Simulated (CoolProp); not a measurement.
R152A at 293.15 K and 0.828 MPa flows at 1.1 m/s in a round tube of 1 mm bore and 15 µm roughness, fully developed (64/Re and Nu = 3.66 if laminar; Colebrook and Gnielinski if turbulent). Each further row changes one setting.

The numbers come from the reference Helmholtz-energy equation of state, Outcalt 1996 in CoolProp. It is a modified Benedict-Webb-Rubin equation, recast in Helmholtz form.

```json
[
 {"case": "as stated", "Reynolds number": "5840", "Darcy friction factor": "…", "pressure drop (Pa/m)": "27900", "heat-transfer coefficient (W/(m² K))": "4520", "mass flow (kg/h)": "2.84"},
 {"case": "velocity 2.2 m/s", "Reynolds number": "11700", "Darcy friction factor": "…", "pressure drop (Pa/m)": "…", "heat-transfer coefficient (W/(m² K))": "9500", "mass flow (kg/h)": "…"},
 {"case": "diameter 2 mm", "Reynolds number": "11700", "Darcy friction factor": "0.0397", "pressure drop (Pa/m)": "11000", "heat-transfer coefficient (W/(m² K))": "4160", "mass flow (kg/h)": "…"}
]
```

### Question
Fill in the missing entries.

### Answer

- as stated, Darcy friction factor: 0.0505
- velocity 2.2 m/s, Darcy friction factor: 0.0474
- velocity 2.2 m/s, pressure drop (Pa/m): 105000
- velocity 2.2 m/s, mass flow (kg/h): 5.68
- diameter 2 mm, mass flow (kg/h): 11.4

Viscosity comes from a separate model (Bell 2016), an estimate that may be off by 10 % or more. Thermal conductivity comes from a separate model (Krauss 1996).
